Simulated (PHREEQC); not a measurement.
Make-up at 25 °C: 0.0023 mol/kgw Fe2(SO4)3. Closed to the air; pH follows from the charge balance.

All values are PHREEQC results (ion-association model, phreeqc.dat), not measurements.

```json
[
 {"quantity": "pH", "before": "2.95", "after": "2.73"},
 {"quantity": "ionic strength (mol/kgw)", "before": "0.0130", "after": "0.0142"},
 {"quantity": "SO4-2 (mol/kgw)", "before": "0.00347", "after": "0.00353"},
 {"quantity": "FeSO4+ (mol/kgw)", "before": "0.00287", "after": "0.00180"},
 {"quantity": "FeOH+2 (mol/kgw)", "before": "0.000961", "after": "0.00165"},
 {"quantity": "HSO4- (mol/kgw)", "before": "0.000270", "after": "0.00136"},
 {"quantity": "SI of Goethite (FeOOH)", "before": "+5.88", "after": "+6.03"},
 {"quantity": "SI of Hematite (Fe2O3)", "before": "+13.76", "after": "+14.25"}
]
```

Problem. What was changed between the two runs?
A) temperature from 25 to 70 °C
B) diluted 5-fold with water
C) Fe2(SO4)3 from 0.0023 to 0.023 mol/kgw
D) Fe2(SO4)3 from 0.0023 to 0.00207 mol/kgw
E) Fe2(SO4)3 from 0.0023 to 0.00345 mol/kgw

Solution. A, temperature from 25 to 70 °C

This is a speciation only: nothing precipitates in the calculation. Some of these states are supersaturated (in Hematite (slow to form), Goethite (slow to form), for instance). At this temperature some constants are extrapolated from 25 °C, and those without enthalpy data are left unchanged.
